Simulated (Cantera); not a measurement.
Charge: 1 mol Si, 9.6 mol NH3, 13 mol H2, held at 0.00380 bar.

Method: chemical equilibrium by Gibbs-energy minimisation in Cantera with the NASA 1993 tables (ideal gas, pure condensed phases). Candidate condensed phases: Si, Si3N4; 18 gas species. The numbers say what is thermodynamically allowed, not how fast it happens. All values below are at 1498 K.

Base state: H2 0.869, N2 0.131, H 0.000260 (mole fractions); condensed: Si3N4(s).

Problem. What changes in the equilibrium state with this change: NH3 from 9.6 to 3.5 mol?

Solution. 
```tsv
species	before	after
H2	0.869	0.944
N2	0.131	0.0560
H	0.000260	0.000271
Si3N4(s), mol	0.333	0.333
```
